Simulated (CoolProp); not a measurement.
Vapour-liquid equilibrium of carbon dioxide (1) + propane (2) at 11.1 bar; x and y are mole fractions of (1).

Computed with CoolProp (multi-fluid Helmholtz-energy mixture model, Span 1996 and Lemmon 2009; pair parameters Kunz 2012).

```tsv
x	bubble temperature (K)	y at the bubble point	dew temperature at overall composition x (K)	liquid density (mol/L)
0.05	291.3	0.273	302.0	11.59
0.125	274.9	0.552	298.5	12.48
0.2	263.0	0.704	294.9	13.29
0.275	254.9	0.787	291.1	14.02
0.35	249.6	0.834	[?]	14.72
0.425	246.0	0.863	282.9	15.43
0.5	243.7	0.881	278.3	16.18
0.575	242.0	0.895	273.2	[?]
0.65	[?]	0.906	267.6	17.91
0.725	[?]	0.917	261.1	18.97
0.8	238.7	[?]	253.5	20.24
0.875	237.6	0.948	244.5	21.77
0.95	236.6	0.974	237.5	23.64
```

Problem. Some entries are withheld; supply them.

Solution. 
- 0.35, dew temperature at overall composition x (K): 287.2
- 0.575, liquid density (mol/L): 16.99
- 0.65, bubble temperature (K): 240.7
- 0.725, bubble temperature (K): 239.7
- 0.8, y at the bubble point: 0.930

No azeotrope shows between x = 0.05 and 0.95.

Pair parameters are fitted to limited data, so mixtures are less certain than the pure fluids. With so large a gap from Raoult's law the liquid may split in two, which this calculation doesn't test in full.
